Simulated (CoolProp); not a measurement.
R245fa along the isobar 1.5 MPa: fugacity coefficient from the reference equation and from simpler models built on Tc = 427.0 K, pc = 3.651 MPa, ω = 0.378; each cubic takes its own stable root.

Values from CoolProp's reference Helmholtz-energy equation of state, Akasaka 2015.

```csv
T (K),phase,reference,van der Waals,Redlich-Kwong,Soave-Redlich-Kwong,Peng-Robinson
287.6,liquid,…,…,0.1516,0.06792,0.06772
306.7,liquid,0.1326,0.4955,0.2519,0.1348,0.1332
325.7,liquid,0.2350,0.6326,…,0.2397,0.2351
344.8,liquid,0.3824,0.7826,0.5497,0.3905,0.3816
363.8,liquid,0.5764,0.8210,0.7409,0.5879,0.5734
382.9,gas,0.7944,0.8419,0.8124,…,0.7856
401.9,gas,0.8301,0.8595,…,0.8303,0.8168
421,gas,0.8579,0.8746,…,0.8560,0.8427
440,gas,0.8799,…,0.8746,0.8774,0.8644
```

### Question
Complete the blanks.

### Answer

- 287.6, reference: 0.06706
- 287.6, van der Waals: 0.3733
- 325.7, Redlich-Kwong: 0.3845
- 382.9, Soave-Redlich-Kwong: 0.7992
- 401.9, Redlich-Kwong: 0.8369
- 421, Redlich-Kwong: 0.8574
- 440, van der Waals: 0.8875

At some of these states van der Waals gives the other phase, because its saturation line lies elsewhere.
